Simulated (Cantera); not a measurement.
An isothermal plug-flow reactor at 1075 K and 1.00 bar (inlet), inlet velocity 0.17 m/s, active area per volume 160 1/m; feed 0.552 % CH₄, 12.2 % O₂, 87.3 % N₂, equivalence ratio 0.091.

Detailed kinetics in Cantera: Deutschmann's 1995 Pt surface mechanism with GRI-Mech 3.0 gas chemistry. Catalytic surfaces can have several steady states; this one follows from the mechanism file's or the stated starting coverage. Mass transfer to the wall is taken as infinitely fast.

One state of this run: x CH₄ = 0.00486; x O₂ = 0.120; x H₂O = 0.00132; x CO₂ = 0.000653; x CO = 3.51e-6; θ free Pt = 0.269; θ O* = 0.730; θ OH* = 0.000583. x: gas mole fraction; θ: surface coverage.

Problem. Which value of z (m) does it belong to?
(A) 0.00029
(B) 0.0052
(C) 0.00092
(D) 0.0029

Solution. C, 0.00092
